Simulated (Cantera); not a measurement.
Input: 1 mol MgO, 0.55 mol SO3, 2.3 mol H2O, at 975 K and 6.40 bar.

Equilibrium computed with Cantera from the NASA thermochemical tables; the gas is ideal and each condensed phase is pure. Candidate condensed phases: H2O, H2SO4, Mg, MgO, Mg(OH)2, MgS, MgSO4, S; 26 gas species. The numbers say what is thermodynamically allowed, not how fast it happens.

Base state: H2O 1.000, SO2 1.82e-5 (mole fractions); condensed: MgO(s) + MgSO4(s).

### Question
What changes in the equilibrium state with this change: temperature from 975 K to 1523.15 K?

### Answer
```
species         before     after
-------------  -------  --------
H2O              1.000     0.737
SO2            1.82e-5     0.172
O2             9.08e-6    0.0860
SO3            3.38e-7   0.00425
OH             1.12e-8  0.000130
MgO(s), mol      0.450     1.000
MgSO4(s), mol    0.550         0
```
